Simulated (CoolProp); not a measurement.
Saturation properties of 1,2-dichloroethane.

Computed with CoolProp (reference Helmholtz-energy equation of state, Thol 2015).

```csv
T (°C),p (kPa),liquid density (kg/m³),vapour density (kg/m³),enthalpy of vaporisation (kJ/kg)
23.15,9.619,1248,0.3883,355.5
27.65,11.92,1242,0.4743,353.3
32.25,14.72,1235,0.5776,351.0
36.75,17.97,1228,0.6958,348.8
41.25,21.80,1222,0.8329,346.5
45.75,26.27,1215,0.9909,344.3
50.25,31.46,1208,1.172,342.0
54.75,37.46,1201,1.379,339.7
```

It boils at 83.5 °C under 1 atm.
